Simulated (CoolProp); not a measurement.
Properties of R245fa along the isotherm 440 K (Tc = 427.0 K, pc = 3.651 MPa, ω = 0.378).

Computed with CoolProp (reference Helmholtz-energy equation of state, Akasaka 2015).

| p (MPa) | phase | cp (kJ/(kg K)) | cv (kJ/(kg K)) | speed of sound (m/s) | expansivity (1/kK) |
|---|---|---|---|---|---|
| 0.0577 | gas | 1.105 | 1.041 | 169.4 | 2.313 |
| 0.131 | gas | 1.109 | 1.043 | 168.5 | 2.365 |
| 0.299 | gas | 1.117 | 1.047 | 166.5 | 2.493 |
| 0.68 | gas | 1.140 | 1.055 | 161.6 | 2.828 |
| 1.55 | gas | 1.215 | 1.079 | 149.4 | 3.944 |
| 3.52 | gas | 1.859 | 1.171 | 111.5 | 14.14 |
| 8.02 | supercritical | 1.792 | 1.158 | 228.8 | 6.526 |
| 18.3 | supercritical | 1.530 | 1.135 | 388.7 | 2.831 |
